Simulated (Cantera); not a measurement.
Mixture: 13.7 % CH4, 2.19 % CO, 16.7 % O2, 63.1 % N2, 4.25 % CO2, at 750 Torr, adiabatic and at constant volume. Ignition delay is the time to a rise of 400 K.

Detailed kinetics in Cantera: GRI-Mech 3.0 (53 species, 325 reactions).

**Question.** Predict: delay at 1298 K; delay at 1348 K; delay at 1398 K; delay at 1448 K; delay at 1498 K; delay at 1548 K; delay at 1598 K; apparent activation energy between 1498 and 1598 K.

**Answer.** 
- delay at 1298 K: 18.2 ms
- delay at 1348 K: 9.40 ms
- delay at 1398 K: 5.00 ms
- delay at 1448 K: 2.76 ms
- delay at 1498 K: 1.57 ms
- delay at 1548 K: 0.933 ms
- delay at 1598 K: 0.576 ms
- apparent activation energy between 1498 and 1598 K: 200 kJ/mol
